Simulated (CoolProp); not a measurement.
Octamethyltrisiloxane (MDM) at several states: fugacity coefficient from the reference equation and from simpler models built on Tc = 565.4 K, pc = 14.38 bar, ω = 0.528; each cubic takes its own stable root.

Model: reference Helmholtz-energy equation of state, Thol 2017, in CoolProp.

| T (K) | p (bar) | phase | reference | van der Waals | Redlich-Kwong | Soave-Redlich-Kwong | Peng-Robinson |
|---|---|---|---|---|---|---|---|
| 502.8 | 60.5 | liquid | 0.1198 | 0.2366 | 0.1644 | 0.1276 | 0.1168 |
| 456.2 | 16.7 | liquid | 0.1296 | 0.3293 | 0.2195 | 0.1321 | 0.1280 |
| 456.1 | 27.4 | liquid | 0.08742 | 0.2370 | 0.1508 | (withheld) | (withheld) |
| 198.7 | 0.692 | liquid | 1.403e-7 | (withheld) | (withheld) | 2.698e-7 | 4.331e-7 |
| 571.3 | 1.16 | gas | 0.9743 | 0.9767 | 0.9735 | 0.9737 | 0.9707 |

Q: Complete the blanks.

A: 
- 456.1, Soave-Redlich-Kwong: 0.08990
- 456.1, Peng-Robinson: 0.08597
- 198.7, van der Waals: 0.03434
- 198.7, Redlich-Kwong: 7.027e-5
